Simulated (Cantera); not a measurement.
A jet of CH4 : O2 : N2 = 0.06 : 0.072 : 0.79 (molar parts), equivalence ratio 1.7 at 300 K and 0.109 atm hits a platinum plate 2.6 cm away at a mass flux of 0.17 kg/m²/s; the plate temperature is set and raised in steps from an oxygen-covered start.

Computed with Cantera and Deutschmann's 1995 Pt surface mechanism with GRI-Mech 3.0 gas chemistry. Catalytic surfaces can have several steady states; this one follows from the mechanism file's or the stated starting coverage.

x: mole fraction at the wall; θ: surface coverage.

| plate T (K) | wall x CH4 | wall x O2 | wall x H2O | wall x OH | wall x CO | wall x CO2 | θ free Pt | θ H* | θ CO* | θ C* |
|---|---|---|---|---|---|---|---|---|---|---|
| 850 | 0.0255 | 0.00966 | 0.0730 | <1e-8 | 0.0309 | 0.0125 | 0.424 | … | 0.570 | 0.00559 |
| 900 | 0.0208 | 0.00783 | 0.0803 | <1e-8 | 0.0456 | 0.000808 | 0.492 | … | 0.411 | 0.0961 |
| 950 | 0.0177 | 0.00673 | 0.0795 | <1e-8 | 0.0493 | 0.000272 | 0.551 | … | 0.224 | 0.224 |
| 1000 | 0.0128 | 0.00488 | 0.0777 | <1e-8 | 0.0543 | 0.000391 | 0.674 | 0.00200 | 0.162 | 0.162 |
| 1050 | 0.00914 | 0.00360 | 0.0759 | <1e-8 | 0.0575 | 0.000937 | 0.812 | 0.00216 | 0.119 | 0.0672 |
| 1100 | 0.00767 | 0.00312 | 0.0741 | <1e-8 | 0.0581 | 0.00212 | 0.899 | 0.00202 | 0.0748 | 0.0240 |

Q: Complete the blanks.

A: 
- 850, θ H*: 5.19e-5
- 900, θ H*: 0.000504
- 950, θ H*: 0.00141
